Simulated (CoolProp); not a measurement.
The fluid at 293.15 K and 2.26 MPa is throttled through a valve to 1.12 MPa with no heat exchange. The same conditions are run with several fluids, on thermodynamics alone (safety and materials aside).

The numbers come from the reference Helmholtz-energy equation of state of each fluid (R407C: Lemmon 2003; R245fa: Akasaka 2015; R236EA: Rui 2013; R1132(E): Akasaka 2024; ethanol: Schroeder 2014) in CoolProp. Blends and air are pseudo-pure fits.

**Question.** Rank R407C, R245fa, R236EA, R1132(E), ethanol by temperature change (K), highest first.

**Answer.** ethanol (+0.4), R245fa (+0.3), R236EA (+0.2), R407C (-0.0), R1132(E) (-9.4)

```json
[
 {"fluid": "R407C", "final phase": "liquid", "final density (kg/m³)": "1160"},
 {"fluid": "R245fa", "final phase": "liquid", "final density (kg/m³)": "1350"},
 {"fluid": "R236EA", "final phase": "liquid", "final density (kg/m³)": "1450"},
 {"fluid": "R1132(E)", "final phase": "two-phase, vapour fraction 0.072", "final density (kg/m³)": "344"},
 {"fluid": "ethanol", "final phase": "liquid", "final density (kg/m³)": "790"}
]
```
